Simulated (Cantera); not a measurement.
A closed system holds: 1 mol Cu, 1.4 mol HF, 27 mol N2, equilibrated at 1075 K and 42.0 Pa.

Equilibrium computed with Cantera from the NASA thermochemical tables; the gas is ideal and each condensed phase is pure. Candidate condensed phases: Cu, CuF2; 25 gas species. Kinetics and transport are ignored.

What is the equilibrium state?


```json
{
  "x(N2)": "0.951",
  "x(HF)": "0.0493",
  "x(CuF)": "6.16e-6",
  "x(H2)": "3.08e-6",
  "n(Cu(s))": "1.000 mol",
  "gas_amount": "28.40 mol",
  "log10 activity of CuF2(s) (absent)": "-9.18"
}
```
